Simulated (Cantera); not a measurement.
Feed: 1 mol SiCl₄, 3.9 mol HCl, 4.4 mol H₂, 0.00019 mol CH₄, held at 1.00 bar.

These are equilibrium values from Cantera (NASA tables, ideal gas, pure condensed phases), not measurements of a reactor. Candidate condensed phases: C, C₆H₆, C₇H₈, C₈H₁₈, Si, SiC; 109 gas species. The tables' values for SiCl₃ are old estimates; treat these amounts as uncertain. The numbers say what is thermodynamically allowed, not how fast it happens.

x: gas mole fraction; nothing condenses.

| T (°C) | x H₂ | x HCl | x SiCl₄ | x SiCl₃ | x SiCl₂ | x SiHCl₃ |
|---|---|---|---|---|---|---|
| 475 | 0.473 | 0.419 | 0.107 | 1.74e-8 | <1e-12 | 5.33e-5 |
| 575 | 0.473 | 0.420 | 0.107 | 4.93e-7 | 1.63e-10 | 0.000196 |
| 675 | 0.473 | 0.420 | 0.107 | 6.77e-6 | 1.45e-8 | 0.000542 |
| 775 | 0.472 | 0.421 | 0.106 | 5.56e-5 | 5.33e-7 | 0.00122 |
| 875 | 0.471 | 0.422 | 0.105 | 0.000311 | (withheld) | (withheld) |
| 975 | 0.468 | 0.425 | 0.102 | 0.00128 | 0.000117 | 0.00396 |
| 1075 | 0.463 | 0.430 | 0.0963 | 0.00408 | (withheld) | (withheld) |
| 1175 | 0.452 | 0.442 | 0.0847 | 0.00996 | 0.00430 | 0.00742 |
| 1275 | 0.432 | 0.463 | 0.0656 | 0.0180 | 0.0138 | 0.00747 |

Task: Complete the blanks.

Result: 
- 1075, x SiCl₂: 0.000869
- 1075, x SiHCl₃: 0.00589
- 875, x SiCl₂: 1.02e-5
- 875, x SiHCl₃: 0.00234
